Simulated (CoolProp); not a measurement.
The numbers come from the reference Helmholtz-energy equation of state, Schmidt 1985 in CoolProp.

Q: For oxygen, give the phase and the expansivity (1/kK), viscosity (µPa s), fugacity coefficient at -96.65 °C and 31.5 bar; -96.65 °C and 221 bar; -96.65 °C and 347 bar.

A: 
- -96.65 °C and 31.5 bar: gas; expansivity 9.39, viscosity 14.1, fugacity coefficient 0.865
- -96.65 °C and 221 bar: supercritical; expansivity 7.98, viscosity 54.2, fugacity coefficient 0.407
- -96.65 °C and 347 bar: supercritical; expansivity 5.14, viscosity 68.9, fugacity coefficient 0.364

Viscosity comes from a separate model (Lemmon 2004).
